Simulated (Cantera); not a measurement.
A perfectly stirred reactor is fed with CH2O : O2 : N2 = 0.0025 : 0.022 : 1 (molar parts), at 1.01 bar; it is held at 1073 K, and followed from long to short residence time.

Detailed kinetics in Cantera: GRI-Mech 3.0 (53 species, 325 reactions).

x: mole fraction; the columns are a selection and need not sum to one.

| τ (s) | x CH2O | x O2 | x HO2 | x CO | x NO2 | x OH |
|---|---|---|---|---|---|---|
| 14 | 3.24e-6 | 0.0192 | 1.32e-6 | (withheld) | 6.41e-9 | 2.19e-7 |
| 6.3 | 5.53e-6 | 0.0192 | 2.02e-6 | (withheld) | 2.87e-9 | 2.77e-7 |
| 2.9 | 9.53e-6 | 0.0193 | 3.03e-6 | (withheld) | 1.08e-9 | 3.44e-7 |
| 1.3 | 1.77e-5 | 0.0195 | 4.63e-6 | (withheld) | 3.14e-10 | 4.13e-7 |
| 0.60 | 3.51e-5 | 0.0197 | 7.00e-6 | (withheld) | 7.47e-11 | 4.55e-7 |
| 0.28 | 7.57e-5 | 0.0200 | 1.05e-5 | (withheld) | 1.52e-11 | 4.55e-7 |
| 0.13 | 0.000167 | 0.0202 | 1.56e-5 | 0.00188 | 3.21e-12 | 4.35e-7 |
| 0.058 | 0.000346 | 0.0204 | 2.28e-5 | 0.00189 | <1e-12 | 4.35e-7 |
| 0.026 | 0.000645 | 0.0206 | 3.17e-5 | (withheld) | <1e-12 | 4.43e-7 |
| 0.012 | 0.00111 | 0.0208 | 3.98e-5 | (withheld) | <1e-12 | 3.98e-7 |
| 0.0055 | 0.00179 | 0.0211 | 3.94e-5 | (withheld) | <1e-12 | 2.43e-7 |

### Question
Complete the blanks.

### Answer

- 14, x CO: 0.000244
- 6.3, x CO: 0.000395
- 2.9, x CO: 0.000608
- 1.3, x CO: 0.000915
- 0.60, x CO: 0.00129
- 0.28, x CO: 0.00165
- 0.026, x CO: 0.00170
- 0.012, x CO: 0.00129
- 0.0055, x CO: 0.000640
